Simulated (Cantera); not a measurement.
Input: 1 mol Si3N4, 51 mol HCl, 81 mol H2, held at 66.0 mbar.

Equilibrium computed with Cantera from the NASA thermochemical tables; the gas is ideal and each condensed phase is pure. Candidate condensed phases: NH4Cl, Si, Si3N4; 28 gas species. Equilibrium is a limit: real reactors are often held back by kinetics, nucleation or transport.

Problem. Which condensed phases are stable at each of these points (T (°C)): 575, 625, 675, 725, 775, 825, 875, 925, 975, 1025, 1075, 1125, 1175, 1225?

Solution. 
```json
[
 {"T (°C)": "575", "condensed phases": "gas only", "Si condensed (%)": "0.0"},
 {"T (°C)": "625", "condensed phases": "gas only", "Si condensed (%)": "0.0"},
 {"T (°C)": "675", "condensed phases": "gas only", "Si condensed (%)": "0.0"},
 {"T (°C)": "725", "condensed phases": "gas only", "Si condensed (%)": "0.0"},
 {"T (°C)": "775", "condensed phases": "gas only", "Si condensed (%)": "0.0"},
 {"T (°C)": "825", "condensed phases": "gas only", "Si condensed (%)": "0.0"},
 {"T (°C)": "875", "condensed phases": "gas only", "Si condensed (%)": "0.0"},
 {"T (°C)": "925", "condensed phases": "Si3N4(s)", "Si condensed (%)": "2.3"},
 {"T (°C)": "975", "condensed phases": "Si3N4(s)", "Si condensed (%)": "3.0"},
 {"T (°C)": "1025", "condensed phases": "Si3N4(s)", "Si condensed (%)": "0.2"},
 {"T (°C)": "1075", "condensed phases": "gas only", "Si condensed (%)": "0.0"},
 {"T (°C)": "1125", "condensed phases": "gas only", "Si condensed (%)": "0.0"},
 {"T (°C)": "1175", "condensed phases": "gas only", "Si condensed (%)": "0.0"},
 {"T (°C)": "1225", "condensed phases": "gas only", "Si condensed (%)": "0.0"}
]
```

From 575 °C to 875 °C nothing is condensed. From 925 °C to 1025 °C the condensed part is Si3N4(s). From 1075 °C to 1225 °C nothing is condensed.
